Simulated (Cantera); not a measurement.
Input: 1 mol Fe₂O₃, a varied amount of CH₄, 0.83 mol CO, equilibrated at 1800 °C and 1 atm.

Equilibrium computed with Cantera from the NASA thermochemical tables; the gas is ideal and each condensed phase is pure. Candidate condensed phases: C, C₆H₆, C₇H₈, C₈H₁₈, Fe, Fe(CO)₅, FeO, Fe(OH)₂, Fe(OH)₃, Fe₂O₃, Fe₃O₄, H₂O; 114 gas species. Each liquid is taken as pure. Mutual solubility and eutectic melting of coexisting phases are not modelled. The tables' stoichiometric FeO is somewhat more stable than real wüstite, so its field is too wide. FeO: taken at fixed stoichiometry. Kinetics and transport are ignored.

Q: Which condensed phases are stable at each of these points (n(CH₄) (mol)): 0.43, 0.67, 0.91, 1.1, 1.4, 1.6, 1.9, 2.1?

A: 
```csv
n(CH₄) (mol),condensed phases,Fe condensed (%)
0.43,FeO(l),99.9
0.67,Fe(l) + FeO(l),99.9
0.91,Fe(l) + FeO(l),99.8
1.1,Fe(l) + FeO(l),99.8
1.4,Fe(l) + FeO(l),99.8
1.6,Fe(l) + FeO(l),99.7
1.9,Fe(l),99.7
2.1,Fe(l),99.7
```

At 0.43 mol CH₄ the condensed part is FeO(l). From 0.67 mol CH₄ to 1.6 mol CH₄ the condensed part is Fe(l) + FeO(l). From 1.9 mol CH₄ to 2.1 mol CH₄ the condensed part is Fe(l).
